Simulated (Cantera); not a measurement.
A closed system holds: 1 mol C₂H₂, 0.39 mol CO₂, 66 mol H₂, 0.33 mol H₂O, at 1 atm.

These are equilibrium values from Cantera (NASA tables, ideal gas, pure condensed phases), not measurements of a reactor. Candidate condensed phases: C, C₆H₆, C₇H₈, C₈H₁₈, H₂O; 110 gas species. Equilibrium is a limit: real reactors are often held back by kinetics, nucleation or transport. All values below are at 1723 K.

Base state: H₂ 0.983, CO 0.0162, CH₄ 0.000984, H 0.000180, C₂H₂ (acetylene) 8.89e-5 (mole fractions); condensed: C(graphite).

### Question
What changes in the equilibrium state with this change: CO₂ from 0.39 to 2 mol?

### Answer
| species | before | after |
|---|---|---|
| H₂ | 0.983 | 0.939 |
| CO | 0.0162 | 0.0560 |
| H₂O | 6.87e-6 | 0.00455 |
| C₂H₂ (acetylene) | 8.89e-5 | 2.10e-9 |
| CO₂ | 3.23e-8 | 7.73e-5 |
| CH₄ | 0.000984 | 4.47e-6 |
| C(graphite), mol | 1.20 | 0 |
